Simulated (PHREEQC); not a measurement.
**Hard or scaling water**

Make-up at 50 °C: 0.013 mol MgCl2 and 0.0026 mol CO2 per kg of water. Closed to the air; pH follows from the charge balance.

Equilibrium calculation in PHREEQC: ion-association model, wateq4f.dat.

- pH: 4.41
- ionic strength: 0.0390 mol/kgw

```csv
species,molality,activity,log γ
Cl-,0.0260,0.0214,-0.085
Mg+2,0.0130,0.00648,-0.303
CO2,0.00255,0.00258,0.004
H+,4.50e-5,3.87e-5,-0.066
HCO3-,4.13e-5,3.45e-5,-0.078
MgHCO3+,3.75e-6,3.10e-6,-0.084
MgOH+,5.79e-9,4.88e-9,-0.074
OH-,1.67e-9,1.37e-9,-0.086
```

Precipitation was switched off in this run. Species that the database lacks are ignored. Away from 25 °C the constants follow the database's enthalpies or fits; those with neither stay at their 25 °C values.
